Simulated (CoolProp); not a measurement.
A simple Rankine cycle with water: condensing at 317.15 K, boiler at 2.58 MPa, turbine inlet 503.8 K, turbine efficiency 0.7, pump efficiency 0.7, no recuperator. Each further row changes one setting.

Values from CoolProp's reference Helmholtz-energy equation of state, Wagner 2002.

| case | thermal efficiency (%) | net work (kJ/kg) | heat in (kJ/kg) | turbine exit temperature (K) | volume ratio over the turbine |
|---|---|---|---|---|---|
| as stated | 22.3 | 586 | 2630 | 317.2 | 173 |
| turbine inlet 523.8 K | 22.4 | 602 | 2690 | 317.2 | 166 |
| condensing temperature 309.15 K | 23.2 | ? | ? | 309.2 | ? |
| boiler pressure 1.81 MPa | ? | ? | 2670 | 317.2 | 119 |
| turbine efficiency 0.6 | 19.1 | 502 | 2630 | 317.2 | 180 |

Q: Fill in the missing entries.

A: 
- condensing temperature 309.15 K, net work (kJ/kg): 618
- condensing temperature 309.15 K, heat in (kJ/kg): 2660
- condensing temperature 309.15 K, volume ratio over the turbine: 257
- boiler pressure 1.81 MPa, thermal efficiency (%): 21.1
- boiler pressure 1.81 MPa, net work (kJ/kg): 565

The expansion ends wet for: as stated; turbine inlet 523.8 K; condensing temperature 309.15 K; boiler pressure 1.81 MPa; turbine efficiency 0.6.
